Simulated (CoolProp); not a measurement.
Values from CoolProp's reference Helmholtz-energy equation of state, Span 2000.

Question: Give the vapour pressure (MPa), liquid cp (kJ/(kg K)), surface tension (mN/m) of saturated nitrogen at 70.3, 89 K.

Answer: 
| T (K) | p (MPa) | liquid cp (kJ/(kg K)) | surface tension (mN/m) |
|---|---|---|---|
| 70.3 | 0.0403 | 2.02 | 10.5 |
| 89 | 0.331 | 2.13 | 6.32 |

Surface tension comes from a separate correlation (Mulero 2012).
